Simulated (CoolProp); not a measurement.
The numbers come from the reference Helmholtz-energy equation of state, Schmidt 1985 in CoolProp.

Q: For oxygen, give the phase and the density (kg/m³), cp (kJ/(kg K)), cv (kJ/(kg K)), viscosity (µPa s) at -106.45 °C and 7.21 bar; -106.45 °C and 9.01 bar.

A: 
- -106.45 °C and 7.21 bar: gas; density 17.3, cp 0.967, cv 0.662, viscosity 12.7
- -106.45 °C and 9.01 bar: gas; density 21.9, cp 0.983, cv 0.666, viscosity 12.7

Viscosity comes from a separate model (Lemmon 2004).
